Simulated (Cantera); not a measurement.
## Equilibrium for silicon carbide growth: (CH3)2SiCl2 + CH4 + H2

Feed: 1 mol (CH3)2SiCl2, 0.034 mol CH4, 1000 mol H2, held at 330 Torr.

Method: chemical equilibrium by Gibbs-energy minimisation in Cantera with the NASA 1993 tables (ideal gas, pure condensed phases). Candidate condensed phases: C, C6H6, C7H8, C8H18, Si, SiC; 109 gas species. The feed counts by its element totals alone. Gases not in the tables: Si2H6 and higher silanes. Equilibrium is a limit: real reactors are often held back by kinetics, nucleation or transport.

```tsv
T (K)	log p H2	log p H	log p HCl	log p C2H2 (acetylene)	log p Si	log p CH4	n C(graphite)	n SiC(s)
1798	-0.36	-3.63	-3.06	-4.12	-7.13	-3.83	0.343	0.999
1873	-0.36	-3.37	-3.06	-3.86	-6.53	-3.93	0.136	0.997
1948	-0.36	-3.13	-3.06	-3.73	-5.93	-4.08	0	0.991
2023	-0.36	-2.90	-3.06	-3.69	-5.33	-4.26	0	0.972
2098	-0.36	-2.69	-3.06	-3.65	-4.77	-4.42	0	0.918
2173	-0.36	-2.50	-3.06	-3.59	-4.27	-4.56	0	0.768
2248	-0.36	-2.32	-3.07	-3.48	-3.82	-4.67	0	0.403
2323	-0.37	-2.15	-3.07	-3.38	-3.57	-4.77	0	0
2398	-0.37	-1.99	-3.07	-3.38	-3.52	-4.91	0	0
```
log p: log10 of the partial pressure in bar; n: condensed amount in mol.

From 1798 K to 1873 K the condensed part is C(graphite) + SiC(s). From 1948 K to 2248 K the condensed part is SiC(s). From 2323 K to 2398 K nothing is condensed. The main Si-bearing gas is SiH2 at 1798 K and Si at 2398 K.
